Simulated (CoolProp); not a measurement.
Computed with CoolProp (reference Helmholtz-energy equation of state, Thol 2019).

Question: For decamethylcyclopentasiloxane (D5), give the phase and the isothermal compressibility (1/MPa), fugacity coefficient at 290 K and 1.01 MPa.

Answer: 
- 290 K and 1.01 MPa: liquid; isothermal compressibility 0.00134, fugacity coefficient 1.07e-5
